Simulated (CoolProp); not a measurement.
Vapour-liquid equilibrium of toluene (1) + n-octane (2) at 1.01 MPa; x and y are mole fractions of (1).

The numbers come from the multi-fluid Helmholtz-energy mixture model, Lemmon 2006 and Beckmüller 2019; pair parameters Bell 2016 in CoolProp.

```tsv
x	bubble temperature (K)	y at the bubble point	dew temperature at overall composition x (K)	liquid density (mol/L)
0.05	506.3	0.065	506.7	4.319
0.125	504.2	0.159	505.0	4.476
0.2	502.2	0.247	503.3	4.641
0.275	500.4	0.330	501.6	4.812
0.35	498.7	0.408	500.0	4.993
0.425	497.2	0.482	498.4	5.182
0.5	495.9	0.554	496.9	5.382
0.575	494.7	0.622	495.5	5.594
0.65	493.6	0.689	494.2	5.819
0.725	492.7	0.754	493.1	6.057
0.8	491.9	0.820	492.2	6.312
0.875	491.3	0.886	491.4	6.583
0.95	490.8	0.953	490.8	6.873
```

No azeotrope shows between x = 0.05 and 0.95.

The pair parameters rest on a limited set of measurements; away from them the model extrapolates.
